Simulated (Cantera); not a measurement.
What does this Cantera script print?

```python
import numpy as np
import cantera as ct

gas_names = [...]  # 49 gases of nasa_gas.yaml made of B, Cl, H, N, O
cond_names = """
    B(b) B(L) BN(s) B2O3(L) B3O3H3(cr) H2O(s) H2O(L) NH4CL(a) NH4CL(b)
""".split()


# ... load() reads the species with a 1 bar reference pressure and builds the phases ...
atoms = {
    'BCl3': {'B': 1, 'CL': 3},
    'N2': {'N': 2},
    'H2O': {'H': 2, 'O': 1},
}
top_T = {'BN(s)': 3200}  # K; cautious upper limits of use, not melting points


# ... equilibrate(T, P, feed) seeds the gas with the atoms and calls Mixture.equilibrate('TP', solver="vcs", rtol=1e-11, max_steps=5000) ...
results = []
feed = {'BCl3': 1, 'N2': 2.8, 'H2O': 2.9}  # mol
P = 10000  # Pa
for T in [1798, 1898, 1998, 2098, 2198, 2298, 2398]:
    mix = equilibrate(T, P, feed)
    results.append((T, P, feed, dict(zip(mix.species_names, mix.species_moles))))

top = {s: max(r[3][s] / sum(r[3][g] for g in gas_names) for r in results) for s in gas_names}
cols = sorted((s for s in top if top[s] > 0.0001), key=lambda s: -top[s])[:5]
seen = [c for c in cond_names if any(r[3].get(c, 0) > 1e-12 for r in results)]
print("log10 of partial pressures in bar; condensed amounts in mol")
print(f"{'T/K':>10s}" + "".join(f"{s[:9]:>10s}" for s in cols + seen))
for T, P, feed, n in results:
    ng = sum(n[g] for g in gas_names)
    print(f"{T:10.4g}" + "".join(f"{np.log10(max(n[s] / ng * P / 1e5, 1e-99)):10.3f}" for s in cols)
          + "".join(f"{n.get(c, 0):10.4g}" for c in seen))
```

Result:

```
log10 of partial pressures in bar; condensed amounts in mol
       T/K       HCL        N2       H2O      HBO2        CL
      1798    -1.418    -1.441    -1.904    -1.946    -3.239
      1898    -1.424    -1.442    -1.901    -1.957    -3.018
      1998    -1.433    -1.443    -1.900    -1.969    -2.821
      2098    -1.444    -1.445    -1.901    -1.984    -2.645
      2198    -1.460    -1.449    -1.905    -2.000    -2.489
      2298    -1.481    -1.453    -1.913    -2.021    -2.350
      2398    -1.509    -1.459    -1.928    -2.047    -2.227
```

Cantera equilibrium calculation (NASA polynomials, part measured and part estimated; ideal gas, pure solids and liquids). The tables' values for BOCl are old estimates; treat these amounts as uncertain.
